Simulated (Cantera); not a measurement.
An isothermal, constant-pressure homogeneous reactor starts with CO : O₂ : H₂O : N₂ : H₂ = 0.0053 : 0.028 : 0.0056 : 1 : 0.0054 (molar parts), equivalence ratio 0.19, at 1375 K and 0.987 atm.

Computed with Cantera and GRI-Mech 3.0 (53 species, 325 reactions).

x: mole fraction; the columns are a selection and need not sum to one.

```tsv
t (s)	x CO	x O₂	x H₂O	x H₂	x NO₂	x O
0.000700	0.00254	0.0227	0.00990	0.000231	6.18e-10	0.000924
0.00129	0.00145	0.0223	0.0102	0.000116	1.23e-9	0.000442
0.00238	0.000727	0.0220	0.0104	5.17e-5	2.22e-9	0.000193
0.00439	0.000318	0.0219	0.0105	2.12e-5	3.81e-9	7.88e-5
0.00810	[?]	0.0218	0.0105	[?]	[?]	[?]
0.0149	4.06e-5	0.0218	0.0106	2.87e-6	7.66e-9	1.09e-5
0.0276	1.21e-5	0.0218	0.0106	9.96e-7	7.96e-9	3.87e-6
0.0508	3.22e-6	0.0218	0.0106	3.53e-7	6.67e-9	1.42e-6
0.0937	7.62e-7	0.0218	0.0106	1.35e-7	4.88e-9	5.62e-7
0.173	[?]	0.0218	0.0106	[?]	[?]	[?]
0.319	4.78e-8	0.0218	0.0106	3.38e-8	3.07e-9	1.46e-7
0.588	2.61e-8	0.0218	0.0106	2.46e-8	2.92e-9	1.06e-7
1.08	2.23e-8	0.0218	0.0106	2.23e-8	2.91e-9	9.56e-8
2.00	2.20e-8	0.0218	0.0106	2.21e-8	2.90e-9	9.46e-8
```

Q: What belongs in the gaps?

A: 
- 0.00810, x CO: 0.000121
- 0.00810, x H₂: 8.07e-6
- 0.00810, x NO₂: 5.88e-9
- 0.00810, x O: 3.02e-5
- 0.173, x CO: 1.69e-7
- 0.173, x H₂: 6.02e-8
- 0.173, x NO₂: 3.62e-9
- 0.173, x O: 2.58e-7
